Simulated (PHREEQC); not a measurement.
PHREEQC input (ion-association model, wateq4f.dat):

```
SOLUTION_MASTER_SPECIES
  An  An-  0  An  62.0  # stands for a non-complexing anion
SOLUTION_SPECIES
  An- = An-
    -log_k 0
    -gamma 3.0 0
PHASES
  Fix_H+
    H+ = H+
    -log_k 0
SOLUTION 1
  temp 25
  units mmol/kgw
  pH 7 charge
  Cl 0.104
  Ba 0.052
  Na 10
  An 10
END
SELECTED_OUTPUT 1
  -reset false
  -pH true
  -pe true
  -ionic_strength true
  -water true
  -totals Ba Cl Na
  -molalities Hfo_wOH Hfo_wOH2+ Hfo_wO- Hfo_sOH Hfo_sOH2+ Hfo_sO- Hfo_sOHBa+2 Hfo_wOBa+
  -saturation_indices Halite
USER_PUNCH 1
  -headings sigma psi
  10 PUNCH EDL("sigma", "Hfo"), EDL("psi", "Hfo")
PRINT
  -reset false
USE solution 1
SURFACE 1
  Hfo_wOH 0.000186517 600 0.083
  Hfo_sOH 4.66292e-06
EQUILIBRIUM_PHASES 1
  Fix_H+ -3 HAn 10
    -force_equality true
  O2(g) -0.68 10
END
# ... the last block is repeated for the other 16 points of pH, with NaOH or the acid as the point needs
```

Selected output (columns that matter, 17 of 17 rows; pH added in front):

```
pH	mu	Ba	Na	m_Hfo_wOH	m_Hfo_wOH2+	m_Hfo_wO-	m_Hfo_sOH	m_Hfo_sOH2+	m_Hfo_sO-	m_Hfo_sOHBa+2	m_Hfo_wOBa+	si_Halite	sigma	psi
3	0.01134	5.2e-05	0.01	2.2741e-05	0.0001637	7.2372e-08	5.6853e-07	4.0926e-06	1.8093e-09	7.5917e-13	1.7995e-17	-7.66	0.32498	0.20307
3.38	0.010688	5.2e-05	0.01	4.0636e-05	0.00014562	2.5978e-07	1.0159e-06	3.6405e-06	6.4944e-09	1.9552e-12	9.3096e-17	-7.6576	0.2887	0.19851
3.75	0.010415	5.2e-05	0.01	6.106e-05	0.00012477	6.8453e-07	1.5265e-06	3.1193e-06	1.7113e-08	5.2737e-12	4.4037e-16	-7.6565	0.24645	0.19105
4.12	0.010292	5.2e-05	0.01	8.147e-05	0.00010358	1.468e-06	2.0367e-06	2.5895e-06	3.6699e-08	1.5e-11	2.0131e-15	-7.656	0.2028	0.18136
4.5	0.010232	5.2e-05	0.01	0.00010005	8.3727e-05	2.7389e-06	2.5013e-06	2.0931e-06	6.8472e-08	4.5971e-11	9.3735e-15	-7.6558	0.16085	0.16962
4.88	0.010202	5.2e-05	0.01	0.00011498	6.7022e-05	4.5185e-06	2.8743e-06	1.6755e-06	1.1296e-07	1.4758e-10	4.3199e-14	-7.6557	0.12414	0.15643
5.25	0.010186	5.2e-05	0.01	0.00012573	5.4095e-05	6.6943e-06	3.1429e-06	1.3522e-06	1.6734e-07	4.8322e-10	1.9166e-13	-7.6556	0.094142	0.14235
5.62	0.010177	5.1998e-05	0.01	0.00013309	4.4254e-05	9.1697e-06	3.3261e-06	1.106e-06	2.2916e-07	1.6787e-09	8.6177e-13	-7.6556	0.069686	0.12708
6	0.01017	5.1994e-05	0.01	0.00013784	3.6873e-05	1.1804e-05	3.4412e-06	9.2055e-07	2.947e-07	6.4689e-09	4.132e-12	-7.6556	0.049812	0.11019
6.38	0.010165	5.1973e-05	0.01	0.00014057	3.1649e-05	1.4302e-05	3.494e-06	7.8668e-07	3.555e-07	2.6767e-08	2.0402e-11	-7.6555	0.034551	0.092137
6.75	0.010162	5.1888e-05	0.01	0.000142	2.8034e-05	1.6478e-05	3.4649e-06	6.8402e-07	4.0207e-07	1.1196e-07	9.9154e-11	-7.6555	0.023371	0.073626
7.12	0.010159	5.1544e-05	0.01	0.00014278	2.5225e-05	1.8513e-05	3.2211e-06	5.6908e-07	4.1766e-07	4.5511e-07	4.8708e-10	-7.6555	0.015063	0.054591
7.5	0.010154	5.0485e-05	0.01	0.00014316	2.2412e-05	2.0947e-05	2.4182e-06	3.7859e-07	3.5384e-07	1.5123e-06	2.4393e-09	-7.6555	0.0087519	0.035217
7.88	0.010153	4.8855e-05	0.010005	0.000143	1.9604e-05	2.3897e-05	1.1732e-06	1.6084e-07	1.9606e-07	3.1328e-06	1.1882e-08	-7.6553	0.0037769	0.01615
8.25	0.010154	4.775e-05	0.010011	0.00014245	1.7611e-05	2.6397e-05	3.5946e-07	4.4439e-08	6.661e-08	4.1924e-06	5.7329e-08	-7.655	-0.00070969	-0.0030827
8.62	0.010157	4.7162e-05	0.010017	0.00014165	1.619e-05	2.8391e-05	8.4137e-08	9.6166e-09	1.6864e-08	4.5523e-06	2.8604e-07	-7.6548	-0.0054596	-0.022954
9	0.010164	4.5929e-05	0.010029	0.00013972	1.4475e-05	3.0894e-05	1.862e-08	1.9291e-09	4.1173e-09	4.6383e-06	1.433e-06	-7.6543	-0.011066	-0.04291
```

The oxide is taken as insoluble; below pH 4 it would dissolve.
